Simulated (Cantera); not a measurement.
Feed: 1 mol SiCl4, 1.3 mol O2, at 1275 °C and 0.000200 bar.

Cantera equilibrium calculation (NASA polynomials, part measured and part estimated; ideal gas, pure solids and liquids). Candidate condensed phases: Si, SiO2; 15 gas species. The tables hold silica as quartz up to 1696 K and as liquid above; real silica turns to tridymite and cristobalite and melts near 1996 K. The numbers say what is thermodynamically allowed, not how fast it happens.

Base state: Cl 0.903, O2 0.0714, Cl2 0.0255, O 0.000144, ClO 7.91e-5 (mole fractions); condensed: SiO2(β-quartz).

Problem. What changes in the equilibrium state with this change: O2 from 1.3 to 8 mol?

Solution. 
```json
[
 {"species": "O2", "before": "0.0714", "after": "0.639"},
 {"species": "Cl", "before": "0.903", "after": "0.357"},
 {"species": "Cl2", "before": "0.0255", "after": "0.00399"},
 {"species": "O", "before": "0.000144", "after": "0.000431"},
 {"species": "ClO", "before": "7.91e-5", "after": "9.35e-5"},
 {"species": "SiO2(β-quartz), mol", "before": "1.00", "after": "1.000"}
]
```

Problem. What changes in the equilibrium state with this change: SiCl4 replaced by SiF4?

Solution. 
```
species                before     after
-------------------  --------  --------
O2                     0.0714     0.565
SiF4                        0     0.435
O                    0.000144  0.000405
Cl                      0.903         0
Cl2                    0.0255         0
ClO                   7.91e-5         0
F                           0   6.84e-5
SiO2(β-quartz), mol      1.00         0
```
The tables' values for SiF3 are old estimates; treat these amounts as uncertain.
